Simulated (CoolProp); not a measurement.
Vapour-liquid equilibrium of R22 (1) + acetone (2) at 313.5 K; x and y are mole fractions of (1).

The numbers come from the multi-fluid Helmholtz-energy mixture model, Kamei 1995 and Lemmon 2006; pair parameters Bell 2016 in CoolProp.

| x | bubble pressure, mixture model (MPa) | bubble pressure, Raoult's law (MPa) | y, mixture model | y, Raoult's law |
|---|---|---|---|---|
| 0.05 | 0.1184 | 0.1318 | 0.526 | 0.587 |
| 0.15 | 0.2067 | 0.2808 | 0.742 | 0.826 |
| 0.25 | 0.2817 | 0.4297 | … | 0.900 |
| 0.35 | 0.3645 | 0.5786 | 0.876 | 0.936 |
| 0.45 | 0.4681 | 0.7276 | … | 0.957 |
| 0.55 | 0.6022 | 0.8765 | 0.947 | 0.971 |
| 0.65 | 0.7733 | 1.025 | 0.969 | 0.980 |
| 0.75 | 0.9806 | 1.174 | … | 0.988 |
| 0.85 | 1.211 | 1.323 | 0.993 | 0.993 |
| 0.95 | 1.440 | 1.472 | 0.998 | 0.998 |

**Question.** Some entries are withheld; supply them.

**Answer.** 
- 0.25, y, mixture model: 0.823
- 0.45, y, mixture model: 0.916
- 0.75, y, mixture model: 0.984

The largest gap from Raoult's law is -37.0 % in bubble pressure, at x = 0.35. No azeotrope shows between x = 0.05 and 0.95.

Pair parameters are fitted to limited data, so mixtures are less certain than the pure fluids.
